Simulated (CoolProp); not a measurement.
R1234ze(E) along the isobar 4910 kPa: fugacity coefficient from the reference equation and from simpler models built on Tc = 382.5 K, pc = 3635 kPa, ω = 0.313; each cubic takes its own stable root.

Model: reference Helmholtz-energy equation of state, Thol 2016, in CoolProp.

```tsv
T (K)	phase	reference
323.9	liquid	0.1991
335.9	liquid	0.2536
347.9	liquid	0.3149
359.9	liquid	0.3817
371.9	liquid	0.4524
383.9	supercritical	0.5246
396	supercritical	0.5934
408	supercritical	0.6456
420	supercritical	0.6844
```

**Question.** How far does each simpler model (van der Waals, Redlich-Kwong, Peng-Robinson) lie from the reference over these 9 states: mean and median of the absolute difference, and the worst?

**Answer.** 
- van der Waals: mean 24.9 %, median 16.3 %, worst +75.3 % at 323.9 K and 4910 kPa
- Redlich-Kwong: mean 9.9 %, median 6.5 %, worst +28.5 % at 323.9 K and 4910 kPa
- Peng-Robinson: mean 1.0 %, median 0.5 %, worst -2.4 % at 420 K and 4910 kPa
